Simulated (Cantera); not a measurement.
# B + O₂ + N₂ + H₂O (boron, boron nitride and boron oxide)

Feed: 1 mol B, a varied amount of O₂, 1.2 mol N₂, 0.48 mol H₂O, at 1125 K and 0.0100 bar.

Cantera equilibrium calculation (NASA polynomials, part measured and part estimated; ideal gas, pure solids and liquids). Candidate condensed phases: B, BN, B₂O₃, B₃O₃H₃, H₂O; 39 gas species. Gases not in the tables: H₃BO₃. Rates play no part.

From 0.72 mol O₂ to 7.1 mol O₂ the condensed part is B₂O₃(l).

| n(O₂) (mol) | log p O₂ | log p N₂ | log p H₂O | log p H₂ | log p HBO₂ | log p (HBO₂)₃ | n B₂O₃(l) |
|---|---|---|---|---|---|---|---|
| 0.72 | <-14 | -2.15 | -2.60 | -3.45 | -4.88 | -5.71 | 0.498 |
| 1.1 | -2.76 | -2.23 | -2.63 | -9.86 | -4.89 | -5.75 | 0.498 |
| 1.5 | -2.51 | -2.31 | -2.71 | -10.07 | -4.93 | -5.86 | 0.498 |
| 2.3 | -2.32 | -2.43 | -2.83 | -10.29 | -4.99 | -6.05 | 0.498 |
| 3.3 | -2.22 | -2.55 | -2.95 | -10.46 | -5.05 | -6.22 | 0.498 |
| 4.9 | -2.15 | -2.69 | -3.09 | -10.63 | -5.12 | -6.43 | 0.497 |
| 7.1 | -2.10 | -2.83 | -3.23 | -10.79 | -5.19 | -6.64 | 0.497 |
log p: log10 of the partial pressure in bar; n: condensed amount in mol.
